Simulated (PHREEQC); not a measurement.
Dissolve 6.6 mmol/kgw HF and 29 mmol/kgw Mn(NO3)2 at 25 °C. Closed to the air; pH follows from the charge balance.

Computed with PHREEQC (ion-association model, phreeqc.dat).

**Question.** The ionic strength comes out as 0.0887 mol/kgw. What activity coefficients do HF2-, F-, Mn+2, MnF+, H+ get?

**Answer.** HF2- 0.79, F- 0.77, Mn+2 0.41, MnF+ 0.79, H+ 0.83.

No solid was allowed to form. Species that the database lacks are ignored.
